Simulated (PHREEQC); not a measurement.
**Leach liquor**

Consider water at 10 °C with 0.22 mol H2SO4 and 0.2 mol LiCl per kg of water. Closed to the air; pH follows from the charge balance.

Model: ion-association model, phreeqc.dat, run in PHREEQC.

This is a speciation only: nothing precipitates in the calculation.

Predict the pH.

pH 0.69.

In which forms is Li present?

Li+ 96 %, LiSO4- 3.8 % of the Li.

Species that the database lacks are ignored. Away from 25 °C the constants follow the database's enthalpies or fits; those with neither stay at their 25 °C values.
